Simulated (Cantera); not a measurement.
A jet of 1.82 % H₂, 8.20 % O₂, 90.0 % N₂, equivalence ratio 0.11 at 300 K and 0.0250 bar hits a platinum plate 3.7 cm away at a mass flux of 0.18 kg/m²/s; the plate temperature is set and raised in steps from an oxygen-covered start.

Detailed kinetics in Cantera: Deutschmann's 1995 Pt surface mechanism with GRI-Mech 3.0 gas chemistry. Catalytic surfaces can have several steady states; this one follows from the mechanism file's or the stated starting coverage.

x: mole fraction at the wall; θ: surface coverage.

```json
[
 {"plate T (K)": "700", "wall x H₂": "0.00478", "wall x O₂": "0.0675", "wall x H₂O": "0.0260", "wall x OH": "<1e-8", "θ free Pt": "0.132", "θ O*": "0.866", "θ OH*": "0.00175"},
 {"plate T (K)": "750", "wall x H₂": "0.00447", "wall x O₂": "0.0672", "wall x H₂O": "0.0265", "wall x OH": "<1e-8", "θ free Pt": "0.151", "θ O*": "0.848", "θ OH*": "0.00135"},
 {"plate T (K)": "800", "wall x H₂": "0.00386", "wall x O₂": "0.0666", "wall x H₂O": "0.0275", "wall x OH": "<1e-8", "θ free Pt": "0.188", "θ O*": "0.810", "θ OH*": "0.00113"},
 {"plate T (K)": "850", "wall x H₂": "___", "wall x O₂": "0.0659", "wall x H₂O": "0.0286", "wall x OH": "___", "θ free Pt": "___", "θ O*": "0.755", "θ OH*": "___"},
 {"plate T (K)": "900", "wall x H₂": "0.00270", "wall x O₂": "0.0654", "wall x H₂O": "0.0295", "wall x OH": "5.26e-8", "θ free Pt": "0.310", "θ O*": "0.689", "θ OH*": "0.000853"},
 {"plate T (K)": "950", "wall x H₂": "0.00232", "wall x O₂": "0.0650", "wall x H₂O": "0.0301", "wall x OH": "1.49e-7", "θ free Pt": "0.381", "θ O*": "0.618", "θ OH*": "0.000738"},
 {"plate T (K)": "1000", "wall x H₂": "___", "wall x O₂": "0.0648", "wall x H₂O": "0.0305", "wall x OH": "___", "θ free Pt": "___", "θ O*": "___", "θ OH*": "___"},
 {"plate T (K)": "1050", "wall x H₂": "0.00184", "wall x O₂": "0.0646", "wall x H₂O": "0.0308", "wall x OH": "8.56e-7", "θ free Pt": "0.523", "θ O*": "0.476", "θ OH*": "0.000540"}
]
```

**Question.** Fill in the missing entries.

**Answer.** 
- 850, wall x H₂: 0.00321
- 850, wall x OH: 1.64e-8
- 850, θ free Pt: 0.244
- 850, θ OH*: 0.000980
- 1000, wall x H₂: 0.00204
- 1000, wall x OH: 3.74e-7
- 1000, θ free Pt: 0.453
- 1000, θ O*: 0.547
- 1000, θ OH*: 0.000633
